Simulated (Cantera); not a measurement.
Charge: 1 mol SiH2Cl2, 0.32 mol C3H8, 6.7 mol H2, at 3.08 Torr.

Method: chemical equilibrium by Gibbs-energy minimisation in Cantera with the NASA 1993 tables (ideal gas, pure condensed phases). Candidate condensed phases: C, C6H6, C7H8, C8H18, Si, SiC; 109 gas species. The tables' values for SiCl3, SiCl are old estimates; treat these amounts as uncertain. The numbers say what is thermodynamically allowed, not how fast it happens.

log p: log10 of the partial pressure in bar; n: condensed amount in mol.

| T (°C) | log p H2 | log p HCl | log p H | log p SiCl2 | log p Cl | n SiC(s) |
|---|---|---|---|---|---|---|
| 975 | -2.48 | -3.11 | ___ | -5.02 | -8.27 | 0.960 |
| 1025 | -2.48 | -3.11 | ___ | -4.91 | -7.91 | 0.960 |
| 1075 | -2.48 | -3.10 | ___ | -4.85 | -7.58 | 0.960 |
| 1125 | -2.48 | -3.10 | ___ | -4.82 | -7.27 | 0.960 |
| 1175 | -2.48 | -3.10 | ___ | -4.81 | -6.99 | 0.960 |
| 1225 | -2.48 | -3.10 | ___ | -4.80 | -6.72 | 0.960 |
| 1275 | -2.48 | -3.10 | ___ | -4.80 | -6.47 | 0.960 |
| 1325 | -2.48 | -3.10 | ___ | -4.79 | -6.24 | 0.960 |
| 1375 | -2.48 | -3.10 | ___ | -4.79 | -6.02 | 0.960 |
| 1425 | -2.48 | -3.10 | ___ | -4.79 | -5.81 | 0.960 |
| 1475 | -2.48 | -3.11 | ___ | -4.78 | -5.62 | 0.959 |
| 1525 | -2.48 | -3.11 | ___ | -4.77 | -5.43 | 0.958 |
| 1575 | -2.49 | -3.11 | ___ | -4.76 | -5.26 | 0.956 |

Q: What belongs in the gaps?

A: 
- 975, log p H: -7.57
- 1025, log p H: -7.21
- 1075, log p H: -6.88
- 1125, log p H: -6.57
- 1175, log p H: -6.28
- 1225, log p H: -6.01
- 1275, log p H: -5.75
- 1325, log p H: -5.52
- 1375, log p H: -5.29
- 1425, log p H: -5.08
- 1475, log p H: -4.88
- 1525, log p H: -4.70
- 1575, log p H: -4.52
